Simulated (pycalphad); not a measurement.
Computed with pycalphad from the COST 507 light-alloy database (1999), at 1 atm. No gas phase is included, though pure Mg would boil below 1650 K. These are 1990s assessments: newer ones move some temperatures and phases. Diffusion is slow at the low end, where real alloys seldom reach equilibrium.

**Question.** How does the equilibrium phase assembly of Si-48Mg (at.%) change on cooling from 1650 K to 350 K?

**Answer.** 
```csv
T (K),phases above,phases below
1241.1,LIQUID,LIQUID + MG2SI
1216.7,LIQUID + MG2SI,DIAMOND_A4 + MG2SI
```
Changes were sought between steps of 50 K, so a narrower field can be missed.

Database names, with the compositions (at.%) that they take in these runs: MG2SI: Mg 67 Si 33. DIAMOND_A4 is diamond (Si).
